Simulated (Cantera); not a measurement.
A perfectly stirred reactor is fed with 12.3 % H₂, 87.7 % O₂, at 120 Pa; it is held at 1050 K, and followed from long to short residence time.

Detailed kinetics in Cantera: the H2/O2 subset of GRI-Mech 3.0, which has no nitrogen chemistry. Radical loss at walls, strong at low pressure, is not modelled. The temperature is held fixed by assumption; the heat of reaction is taken as removed at once.

Question: Predict: x(H₂) at τ = 1.30 s; x(O₂) at τ = 1.30 s; x(H) at τ = 1.30 s; x(H₂O₂) at τ = 1.30 s; x(H₂O) at τ = 1.30 s; x(H₂) at τ = 93.0 ms; x(O₂) at τ = 93.0 ms; x(H) at τ = 93.0 ms; x(H₂O₂) at τ = 93.0 ms; x(H₂O) at τ = 93.0 ms.

Answer: 
| Property | Value |
|---|---|
| x(H₂) at τ = 1.30 s | 0.00278 |
| x(O₂) at τ = 1.30 s | 0.836 |
| x(H) at τ = 1.30 s | 0.0169 |
| x(H₂O₂) at τ = 1.30 s | 1.86e-8 |
| x(H₂O) at τ = 1.30 s | 0.114 |
| x(H₂) at τ = 93.0 ms | 0.00928 |
| x(O₂) at τ = 93.0 ms | 0.814 |
| x(H) at τ = 93.0 ms | 0.0407 |
| x(H₂O₂) at τ = 93.0 ms | 2.06e-8 |
| x(H₂O) at τ = 93.0 ms | 0.0915 |
